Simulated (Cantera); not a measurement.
A perfectly stirred reactor is fed with 18.5 % H2, 59.5 % O2, 22.0 % N2, at 2670 Pa; it is held at 950 K, and followed from long to short residence time.

Model: the H2/O2 subset of GRI-Mech 3.0, which has no nitrogen chemistry, integrated in Cantera. Radical loss at walls, strong at low pressure, is not modelled. The temperature is held fixed by assumption; the heat of reaction is taken as removed at once.

Task: Predict: x(H2) at τ = 12.0 s; x(O2) at τ = 12.0 s; x(H2O) at τ = 12.0 s; x(HO2) at τ = 12.0 s; x(O) at τ = 12.0 s; x(H2) at τ = 56.0 ms; x(O2) at τ = 56.0 ms; x(H2O) at τ = 56.0 ms; x(HO2) at τ = 56.0 ms; x(O) at τ = 56.0 ms.

Result: 
| Property | Value |
|---|---|
| x(H2) at τ = 12.0 s | 0.000377 |
| x(O2) at τ = 12.0 s | 0.554 |
| x(H2O) at τ = 12.0 s | 0.203 |
| x(HO2) at τ = 12.0 s | 5.29e-6 |
| x(O) at τ = 12.0 s | 8.43e-5 |
| x(H2) at τ = 56.0 ms | 0.00836 |
| x(O2) at τ = 56.0 ms | 0.554 |
| x(H2O) at τ = 56.0 ms | 0.192 |
| x(HO2) at τ = 56.0 ms | 2.31e-5 |
| x(O) at τ = 56.0 ms | 0.00219 |
